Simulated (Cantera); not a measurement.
Feed: 1 mol Mg(OH)2, 0.028 mol H2O, at 1023 K and 1.30 bar.

Equilibrium computed with Cantera from the NASA thermochemical tables; the gas is ideal and each condensed phase is pure. Candidate condensed phases: H2O, Mg, MgO, Mg(OH)2; 15 gas species. The numbers say what is thermodynamically allowed, not how fast it happens.

Base state: H2O 1.000 (mole fractions); condensed: MgO(s).

Q: What changes in the equilibrium state with this change: Mg(OH)2 replaced by CaCO3?

A: 
| species | before | after |
|---|---|---|
| H2O | 1.000 | 0.933 |
| CO2 | 0 | 0.0670 |
| MgO(s), mol | 1.00 | 0 |
| CaCO3(calcite), mol | 0 | 0.998 |
| CaO(s), mol | 0 | 0.00201 |
Mutual solubility and eutectic melting of coexisting phases are not modelled. Further candidate phases: C, C6H6, C7H8, C8H18, Ca, CaCO3, CaO, Ca(OH)2.
